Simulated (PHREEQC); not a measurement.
BaCl2 is added in steps, without added water, to 1 kg of water holding 180 mmol/kgw CuCl2, 0.15 mmol/kgw HCl and 0.16 mmol/kgw H3BO3, at 60 °C. Oxygen is held at 0.21 atm. The system is closed to CO2. Solids allowed: Cu(OH)2, Atacamite. Others were left out.

Base run: PHREEQC, ion-association model, wateq4f.dat. Each further column changes one thing. The table gives pH.

```csv
BaCl2 added (mol),base,CuCl2 from 0.18 to 0.27 mol/kgw,H3BO3 from 0.00016 to 1.6e-05 mol/kgw,CuCl2 from 0.18 to 0.018 mol/kgw
0,3.30,3.21,3.30,3.86
0.054,3.33,3.23,3.33,3.91
0.126,3.36,3.26,3.36,3.93
0.18,3.37,3.27,3.37,3.94
0.234,3.39,3.29,3.39,3.95
0.306,3.41,3.31,3.41,3.96
0.36,3.43,3.32,3.43,3.96
```

The ionic strength passes 0.7 mol/kgw, the rough limit of the ion-association models, in part of: base; CuCl2 from 0.18 to 0.27 mol/kgw; H3BO3 from 0.00016 to 1.6e-05 mol/kgw; CuCl2 from 0.18 to 0.018 mol/kgw. Constants without temperature data keep their 25 °C values here.
